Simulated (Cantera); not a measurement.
Feed: 1 mol CaO, 2.1 mol F₂, equilibrated at 0.0173 Torr.

These are equilibrium values from Cantera (NASA tables, ideal gas, pure condensed phases), not measurements of a reactor. Candidate condensed phases: Ca, CaF₂, CaO; 13 gas species. Rates play no part.

### Question
Which condensed phases are stable at each of these points (T (K)): 600, 700, 800, 900, 1000, 1100, 1200, 1300, 1400, 1500, 1600, 1700, 1800, 1900?

### Answer
```csv
T (K),condensed phases,Ca condensed (%)
600,CaF₂(s),100.0
700,CaF₂(s),100.0
800,CaF₂(s),100.0
900,CaF₂(s),100.0
1000,CaF₂(s),100.0
1100,CaF₂(s),100.0
1200,CaF₂(s),100.0
1300,CaF₂(s),99.8
1400,CaF₂(s),97.4
1500,CaF₂(s),71.7
1600,gas only,0.0
1700,gas only,0.0
1800,gas only,0.0
1900,gas only,0.0
```

From 600 K to 1500 K the condensed part is CaF₂(s). From 1600 K to 1900 K nothing is condensed.
